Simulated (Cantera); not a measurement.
Adiabatic ignition

An adiabatic, constant-pressure homogeneous reactor starts with H₂ : O₂ : N₂ : H₂O = 1 : 0.385 : 2.85 : 1.1 (molar parts), equivalence ratio 1.3, at 1025 K and 11300 Torr.

Model: the H2/O2 subset of GRI-Mech 3.0, which has no nitrogen chemistry, integrated in Cantera. The hydrogen kinetics of GRI-Mech 3.0 are dated; newer H2 mechanisms differ, most at raised pressure. The pressure lies above the range GRI-Mech 3.0 was tuned for (to about 10 atm).

| t (s) | T (K) | x H₂ | x O₂ | x H₂O | x O | x HO₂ | x OH |
|---|---|---|---|---|---|---|---|
| 1.00e-5 | 1025 | 0.187 | 0.0722 | 0.206 | <1e-12 | 5.89e-9 | <1e-12 |
| 1.85e-5 | 1025 | 0.187 | 0.0722 | 0.206 | <1e-12 | 1.09e-8 | <1e-12 |
| 3.41e-5 | 1025 | 0.187 | 0.0722 | 0.206 | <1e-12 | 2.02e-8 | <1e-12 |
| 6.31e-5 | 1025 | 0.187 | 0.0722 | 0.206 | 1.12e-12 | 3.76e-8 | <1e-12 |
| 0.000117 | 1025 | 0.187 | 0.0722 | 0.206 | 1.50e-12 | 7.13e-8 | 1.74e-12 |
| 0.000215 | 1025 | 0.187 | 0.0722 | 0.206 | 2.39e-12 | 1.41e-7 | 4.71e-12 |
| 0.000398 | 1025 | 0.187 | 0.0722 | 0.206 | 4.97e-12 | 3.18e-7 | 1.48e-11 |
| 0.000736 | 1025 | 0.187 | 0.0722 | 0.206 | 1.52e-11 | 9.57e-7 | 5.87e-11 |
| 0.00136 | 1025 | 0.187 | 0.0722 | 0.206 | 8.14e-11 | 4.39e-6 | 3.91e-10 |
| 0.00251 | 1026 | 0.187 | 0.0721 | 0.206 | 6.19e-10 | 1.81e-5 | 4.01e-9 |
| 0.00464 | 1039 | 0.186 | 0.0710 | 0.208 | 5.66e-9 | 5.75e-5 | 4.06e-8 |
| 0.00858 | 2005 | 0.0465 | 4.01e-7 | 0.378 | 1.14e-7 | 5.68e-10 | 7.72e-5 |
| 0.0158 | 2005 | 0.0465 | 4.01e-7 | 0.378 | 1.14e-7 | 5.68e-10 | 7.72e-5 |
| 0.0293 | 2005 | 0.0465 | 4.01e-7 | 0.378 | 1.14e-7 | 5.68e-10 | 7.72e-5 |
| 0.0541 | 2005 | 0.0465 | 4.01e-7 | 0.378 | 1.14e-7 | 5.68e-10 | 7.72e-5 |
| 0.100 | 2005 | 0.0465 | 4.01e-7 | 0.378 | 1.14e-7 | 5.68e-10 | 7.72e-5 |
x: mole fraction; the columns are a selection and need not sum to one.

| Property | Value |
|---|---|
| time of steepest temperature rise | 6.40 ms |
| temperature at 0.100 s | 2005 K |
| equilibrium temperature | 2005 K |
| x(H₂) at 0.100 s | 0.0465 (gas-phase equilibrium 0.0465) |
| x(O₂) at 0.100 s | 4.01e-7 (gas-phase equilibrium 4.01e-7) |
| x(H₂O) at 0.100 s | 0.378 (gas-phase equilibrium 0.378) |
